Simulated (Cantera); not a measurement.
Feed: 1 mol SiCl₄, 2.6 mol HCl, 0.99 mol H₂, at 1025 °C and 100 Torr.

Cantera equilibrium calculation (NASA polynomials, part measured and part estimated; ideal gas, pure solids and liquids). The tables' values for SiCl₃ are old estimates; treat these amounts as uncertain. The numbers say what is thermodynamically allowed, not how fast it happens.

```csv
species,before,after
HCl,0.576,0.663
SiCl₄,0.206,0.246
H₂,0.207,0.0843
SiCl₂,0.00126,0.000466
SiHCl₃,0.00333,0.00141
SiCl₃,0.00660,0.00438
```
Gas species are given as mole fractions.

**Question.** What was changed between the two runs?
(A) H₂ from 0.99 to 0.35 mol
(B) temperature from 1025 °C to 352 °C
(C) pressure from 100 Torr to 750 Torr
(D) temperature from 1025 °C to 1100 °C

**Answer.** A, H₂ from 0.99 to 0.35 mol
